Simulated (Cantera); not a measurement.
Input: 1 mol SiF₄, 37 mol N₂, a varied amount of H₂, equilibrated at 0.000890 bar.

Cantera equilibrium calculation (NASA polynomials, part measured and part estimated; ideal gas, pure solids and liquids). Candidate condensed phases: Si, Si₃N₄; 37 gas species. N₂ is the only nitrogen source here; it is nearly inert below about 1500 K, so the nitride shown seldom forms there in practice. The tables' values for SiF₂, SiF₃ are old estimates. The numbers say what is thermodynamically allowed, not how fast it happens.

Stable condensed phases, one row left out:

```
T in K \ n(H₂) in mol
         0.33 0.53 0.85  1.4  2.2  3.5  5.5  8.8   14   23   36   58
   1400     A    A    A    A    A    A    A    A    A    A    A    A
   1375     A    A    A    A    A    A    A    A    A    A    A    B
   1350     A    A    A    A    A    A    A    A    A    B    B    B
   1325     A    A    A    A    A    A    A    A    B    B    B    B
   1300     A    A    A    A    A    A    A    B    B    B    B    B
   1275     A    A    A    A    A    A    B    B    B    B    B    B
   1250     A    A    A    A    A    B    B    B    B    B    B    B
   1225     A    A    A    A    B    B    B    B    B    B    B    B
   1200     A    A    A    B    B    B    B    B    B    B    B    B
   1150     A    B    B    B    B    B    B    B    B    B    B    B
   1125     B    B    B    B    B    B    B    B    B    B    B    B
   1100     B    B    B    B    B    B    B    B    B    B    B    B
```

A: gas only; B: Si₃N₄.

Question: Give the row for 1175 K.

Answer: 0.33: gas only; 0.53: gas only; 0.85: Si₃N₄; 1.4: Si₃N₄; 2.2: Si₃N₄; 3.5: Si₃N₄; 5.5: Si₃N₄; 8.8: Si₃N₄; 14: Si₃N₄; 23: Si₃N₄; 36: Si₃N₄; 58: Si₃N₄.
